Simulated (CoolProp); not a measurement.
Vapour-liquid equilibrium of methanol (1) + n-undecane (2) at 410.7 K; x and y are mole fractions of (1).

Model: multi-fluid Helmholtz-energy mixture model, de Reuck 1993 and Aleksandrov 2011; pair parameters Bell 2016, in CoolProp.

```csv
x,"bubble pressure, mixture model (kPa)","bubble pressure, Raoult's law (kPa)","y, mixture model","y, Raoult's law"
0.05,33.72,69.09,0.470,0.741
0.15,129.1,169.7,0.882,0.906
0.25,323.0,270.2,___,0.948
0.35,552.3,370.8,0.978,0.967
0.45,730.8,471.4,0.984,0.978
0.55,___,572.0,0.986,0.985
0.65,___,672.5,0.987,0.990
0.75,871.3,773.1,0.987,0.994
0.85,___,873.7,0.989,0.997
0.95,973.3,974.3,0.995,0.999
```

Question: Complete the blanks.

Answer: 
- 0.25, y, mixture model: 0.959
- 0.55, bubble pressure, mixture model (kPa): 824.2
- 0.65, bubble pressure, mixture model (kPa): 856.6
- 0.85, bubble pressure, mixture model (kPa): 903.1

The largest gap from Raoult's law is +55.0 % in bubble pressure, at x = 0.45. No azeotrope shows between x = 0.05 and 0.95.

The pair parameters rest on a limited set of measurements; away from them the model extrapolates. The gap from Raoult's law changes sign with composition, which may be real or a fault of the pair parameters; it wasn't checked against measurements. With so large a gap from Raoult's law the liquid may split in two, which this calculation doesn't test in full.
